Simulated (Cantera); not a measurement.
A closed system holds: 1 mol PbI2, 0.45 mol H2, at 2.18 Torr.

Equilibrium computed with Cantera from the NASA thermochemical tables; the gas is ideal and each condensed phase is pure. Candidate condensed phases: I2, Pb, PbI2; 10 gas species. Rates play no part.

### Question
At 1302 °C, list the 7 most abundant gas species with their mole fractions, and the condensed phases.

### Answer
I 0.525, Pb 0.240, H2 0.131, PbI 0.0707, HI 0.0245, PbI2 0.00875, I2 0.000291. Condensed: gas only.
